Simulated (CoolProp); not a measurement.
A closed Brayton cycle with dry air: compressor inlet 331.15 K and 3.2 MPa, high pressure 11 MPa, turbine inlet 800 K, compressor efficiency 0.8, turbine efficiency 0.85, recuperator effectiveness 0 (on enthalpy, no pinch check). Each further row changes one setting.

Model: reference Helmholtz-energy equation of state, Lemmon 2000, in CoolProp. It is a pseudo-pure fit of the blend.

```tsv
case	thermal efficiency (%)	net work (kJ/kg)	compressor to turbine work	compressor exit (K)	turbine exit (K)
as stated	9.6	30.9	0.85	505.9	608.6
turbine inlet 750 K	[?]	[?]	0.91	505.9	[?]
compressor inlet 341.15 K	8.3	25.4	[?]	520.8	608.6
high pressure 9.35 MPa	9.9	[?]	0.81	479.4	630.7
recuperator effectiveness 0.5	11.6	30.9	0.85	505.9	608.6
```

Problem. Some entries are withheld; supply them.

Solution. 
- turbine inlet 750 K, thermal efficiency (%): 6.6
- turbine inlet 750 K, net work (kJ/kg): 17.5
- turbine inlet 750 K, turbine exit (K): 568.8
- compressor inlet 341.15 K, compressor to turbine work: 0.88
- high pressure 9.35 MPa, net work (kJ/kg): 34.6
